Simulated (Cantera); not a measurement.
A closed system holds: 1 mol Al, 0.83 mol HCl, 47 mol N2, 40 mol N2O, at 7.40 mbar.

Cantera equilibrium calculation (NASA polynomials, part measured and part estimated; ideal gas, pure solids and liquids). Candidate condensed phases: Al, AlCl3, AlN, Al2O3, H2O, NH4Cl; 45 gas species. Rates play no part. All values below are at 2175 K.

Base state: N2 0.801, O2 0.166, O 0.0109, NO 0.0107, Cl 0.00651, OH 0.00203, H2O 0.00198, HCl 0.00117 (mole fractions); condensed: Al2O3(s).

What changes in the equilibrium state with this change: N2O from 40 to 6.5 mol?


```
species         before     after
-------------  -------  --------
N2               0.801     0.933
O2               0.166    0.0357
Cl             0.00651    0.0106
O               0.0109   0.00506
NO              0.0107   0.00535
AlOCl          5.05e-6   1.21e-5
H2             5.51e-5  0.000224
HCl            0.00117   0.00385
Al2O3(s), mol    0.500     0.500
```
